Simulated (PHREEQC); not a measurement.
1 kg of water holding 0.018 mol/kgw CaCl2 meets 20 L of dry gas (CH4 1 by moles) at fixed total pressure, at 25 °C; fugacities by Peng-Robinson. The gases take part in no redox reaction, some water evaporates into the gas, and hydrates or a liquid gas phase aren't modelled. Nothing may precipitate in this run.

All values are PHREEQC results (ion-association model, phreeqc.dat), not measurements.

| P (atm) | dissolved CH4 (mol/kgw) | φ of CH4 |
|---|---|---|
| 2 | 0.00305 | 0.996 |
| 5 | 0.00762 | [?] |
| 10 | 0.0150 | [?] |
| 20 | 0.0290 | [?] |
| 30 | 0.0421 | [?] |
| 40 | 0.0542 | [?] |
| 50 | 0.0655 | [?] |
| 75 | 0.0906 | [?] |
| 100 | 0.112 | 0.817 |
| 150 | 0.145 | 0.756 |

Question: Fill in the missing entries.

Answer: 
- 5, φ of CH4: 0.989
- 10, φ of CH4: 0.978
- 20, φ of CH4: 0.957
- 30, φ of CH4: 0.936
- 40, φ of CH4: 0.916
- 50, φ of CH4: 0.898
- 75, φ of CH4: 0.854
